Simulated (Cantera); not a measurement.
An isothermal, constant-pressure homogeneous reactor starts with 3.45 % C2H6, 96.6 % N2, at 1025 K and 0.0267 bar.

Cantera simulation using GRI-Mech 3.0 (53 species, 325 reactions); the numbers are that mechanism's predictions, not measurements. GRI-Mech 3.0 stops at C3 and has no aromatics, soot or wall deposition, so with more carbon than oxygen in the feed, carbon stays in small species such as C2H2 where larger ones or solid carbon would form. Radical loss at walls, strong at low pressure, is not modelled.

### Question
Predict: x(C2H6) at 200 s; x(CH3) at 200 s; x(H2) at 200 s.

### Answer
| Property | Result |
|---|---|
| x(C2H6) at 200 s | 4.21e-5 (gas-phase equilibrium 3.16e-6) |
| x(CH3) at 200 s | 6.91e-8 (gas-phase equilibrium 5.66e-8) |
| x(H2) at 200 s | 0.0401 (gas-phase equilibrium 0.0318) |
